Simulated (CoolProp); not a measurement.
The fluid at 492.4 K and 1.59 MPa flows at 14 m/s in a round tube of 25 mm bore and 15 µm roughness, fully developed (64/Re and Nu = 3.66 if laminar; Colebrook and Gnielinski if turbulent). The same conditions are run with several fluids, on thermodynamics alone (safety and materials aside).

The numbers come from the reference Helmholtz-energy equation of state of each fluid (n-hexane: Thol 2019; isobutane: Bücker 2006; propane: Lemmon 2009; R123: Younglove 1994; R152A: Outcalt 1996) in CoolProp.

**Question.** Rank n-hexane, isobutane, propane, R123, R152A by Reynolds number, highest first.

**Answer.** R123 (1350000), n-hexane (1250000), isobutane (691000), R152A (522000), propane (469000)

| fluid | Darcy friction factor | pressure drop (Pa/m) | heat-transfer coefficient (W/(m² K)) | mass flow (kg/h) |
|---|---|---|---|---|
| n-hexane | 0.0178 | 3090 | 3950 | 1100 |
| isobutane | 0.0180 | 1740 | 2280 | 608 |
| propane | 0.0183 | 1290 | 1670 | 446 |
| R123 | 0.0177 | 4710 | 2180 | 1680 |
| R152A | 0.0182 | 1940 | 1420 | 671 |

Transport values come from each fluid's own correlations; those of R152A are estimates that may be off by 10 % or more.
